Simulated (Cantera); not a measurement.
Charge: 1 mol PbS, 10 mol H2, at 1227 °C and 100000 Pa.

Equilibrium computed with Cantera from the NASA thermochemical tables; the gas is ideal and each condensed phase is pure. Candidate condensed phases: Pb, PbS, S; 10 gas species. Kinetics and transport are ignored.

Q: What is the equilibrium state?

A: 
* **x(H2)**: 0.884
* **x(PbS)**: 0.0589
* **x(H2S)**: 0.0324
* **x(Pb)**: 0.0246
* **x(SH)**: 0.000154
* **x(S2)**: 0.000102
* **x(H)**: 1.65e-5
* **x(Pb2)**: 1.03e-5
* **n(Pb(l))**: 0.0889 mol
* **gas amount**: 10.91 mol
* **log10 activity of S(l) (absent)**: -3.21
